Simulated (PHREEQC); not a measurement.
A column of 0.1 m (30 cells, dispersivity 0.008 m, 3600 s a shift, diffusion coefficient 3e-10 m²/s) holds 0.028 eq of the database's cation exchanger X per kg of pore water, first in equilibrium with 0.5 mmol/kgw LiCl, 1.3 mmol/kgw PbCl2 and 0.01 mmol/kgw HCl. It is flushed with 0.0023 mol ZnCl2, 0.0058 mol BaCl2 and 1e-05 mol HCl per kg of water, at 15 °C. Values are for the last cell. No CO2 enters from the air. No solid was allowed to form.

Model: ion-association model, phreeqc.dat, run in PHREEQC.

```tsv
pore volumes	Ba in solution (mol/kgw)	Zn in solution (mol/kgw)	Li in solution (mol/kgw)
0	0	0	0.000500
0.6167	7.07e-10	2.75e-9	0.000505
1.217	[?]	0.000127	[?]
1.817	0.00129	0.000746	4.01e-5
2.417	[?]	0.00133	[?]
3.017	0.00377	[?]	1.23e-6
3.617	0.00453	0.00197	2.08e-7
4.217	0.00503	0.00211	3.48e-8
4.817	0.00534	0.00220	[?]
5.417	0.00553	[?]	9.66e-10
6.017	0.00564	0.00227	1.61e-10
```

Question: What belongs in the gaps?

Answer: 
- 1.217, Ba in solution (mol/kgw): 0.000155
- 1.217, Li in solution (mol/kgw): 0.000192
- 2.417, Ba in solution (mol/kgw): 0.00267
- 2.417, Li in solution (mol/kgw): 7.20e-6
- 3.017, Zn in solution (mol/kgw): 0.00173
- 4.817, Li in solution (mol/kgw): 5.80e-9
- 5.417, Zn in solution (mol/kgw): 0.00224

Species that the database lacks are ignored.
